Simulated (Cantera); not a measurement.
Input: 1 mol Ti(OiPr)4, 1.6 mol N2, 490 mol H2, at 0.000570 bar.

Equilibrium computed with Cantera from the NASA thermochemical tables; the gas is ideal and each condensed phase is pure. Candidate condensed phases: C, C6H6, C7H8, C8H18, H2O, Ti, TiC, TiN, TiO, TiO2, Ti2O3, Ti3O5, Ti4O7; 139 gas species. The feed counts by its element totals alone. TiC: taken at fixed stoichiometry. Equilibrium is a limit: real reactors are often held back by kinetics, nucleation or transport. All values below are at 1550 °C.

Base state: H2 0.971, H 0.0179, CO 0.00778, N2 0.00292, HCN 0.000365, C2H2 (acetylene) 0.000205, HNC 1.46e-5 (mole fractions); condensed: C(graphite) + TiC(s).

Question: What changes in the equilibrium state with this change: pressure from 0.000570 bar to 0.180 bar?

Answer: 
| species | before | after |
|---|---|---|
| H2 | 0.971 | 0.987 |
| CO | 0.00778 | 0.00785 |
| N2 | 0.00292 | 0.00295 |
| H | 0.0179 | 0.00101 |
| CH4 | 3.83e-7 | 0.000125 |
| C2H2 (acetylene) | 0.000205 | 0.000209 |
| HNC | 1.46e-5 | 1.48e-5 |
| HCN | 0.000365 | 0.000370 |
| C(graphite), mol | 6.59 | 6.53 |
| TiC(s), mol | 1.000 | 1.00 |
